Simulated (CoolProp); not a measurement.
Vapour pressure (bar) of oxygen: the reference equation beside estimates from Tc = 154.6 K, pc = 50.46 bar, ω = 0.022. Clausius-Clapeyron is anchored at 96.6 K with a constant enthalpy of vaporisation of 6.606 kJ/mol.

Computed with CoolProp (reference Helmholtz-energy equation of state, Schmidt 1985).

| T (K) | reference | Lee-Kesler | Clausius-Clapeyron | van der Waals | Redlich-Kwong | Soave-Redlich-Kwong | Peng-Robinson |
|---|---|---|---|---|---|---|---|
| 89 | 0.8933 | 0.8827 | 0.9360 | 3.438 | 0.6601 | 0.8715 | 0.9057 |
| 91.6 | 1.172 | 1.160 | 1.206 | 4.075 | 0.9043 | 1.148 | 1.185 |
| 94.1 | 1.498 | 1.486 | 1.518 | 4.760 | 1.199 | 1.473 | 1.513 |
| 96.6 | 1.889 | 1.878 | 1.889 | 5.519 | 1.563 | 1.864 | 1.905 |
| 99.1 | 2.353 | 2.343 | 2.325 | 6.355 | 2.003 | 2.330 | 2.371 |
| 101.6 | 2.899 | 2.890 | 2.832 | 7.273 | 2.530 | 2.878 | 2.917 |
| 104.2 | 3.561 | 3.555 | 3.442 | 8.316 | 3.179 | 3.545 | 3.580 |
| 106.7 | 4.297 | 4.294 | 4.115 | 9.408 | 3.912 | 4.289 | 4.318 |
| 109.2 | 5.140 | 5.140 | 4.880 | 10.59 | 4.759 | 5.142 | 5.163 |
| 111.7 | 6.099 | 6.102 | 5.743 | 11.87 | 5.732 | 6.113 | 6.125 |
| 114.2 | 7.182 | 7.187 | 6.711 | 13.24 | 6.838 | 7.213 | 7.211 |

Absolute difference from the reference over all 11 rows, mean and median: Lee-Kesler 0.4 and 0.3 %, Clausius-Clapeyron 3.4 and 3.3 %, van der Waals 163.7 and 150.9 %, Redlich-Kwong 13.8 and 12.7 %, Soave-Redlich-Kwong 1.0 and 0.7 %, Peng-Robinson 0.7 and 0.6 %.
